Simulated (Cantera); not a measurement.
Charge: 1 mol SiCl₄, 41 mol NH₃, 0.72 mol N₂.

Equilibrium computed with Cantera from the NASA thermochemical tables; the gas is ideal and each condensed phase is pure. Candidate condensed phases: NH₄Cl, Si, Si₃N₄; 28 gas species. The tables' values for SiCl₃ are old estimates. Kinetics and transport are ignored.

Stable condensed phases, one row left out:

```
T in K \ P in Pa
              5     26    140    710   3700  19000 100000
   1900       A      A      A      B      B      C      C
   1700       A      B      B      C      C      C      C
   1600       B      B      C      C      C      C      C
   1500       B      C      C      C      C      C      C
   1400       C      C      C      C      C      C      C
   1300       C      C      C      C      C      C      C
   1200       C      C      C      C      C      C      C
   1100       C      C      C      C      C      C      C
   1000       C      C      C      C      C      C      C
    900       C      C      C      C      C      C      C
```

A: gas only; B: Si; C: Si₃N₄.

Q: Give the row for 1800 K.

A: 5: gas only; 26: gas only; 140: Si; 710: Si; 3700: Si₃N₄; 19000: Si₃N₄; 100000: Si₃N₄.
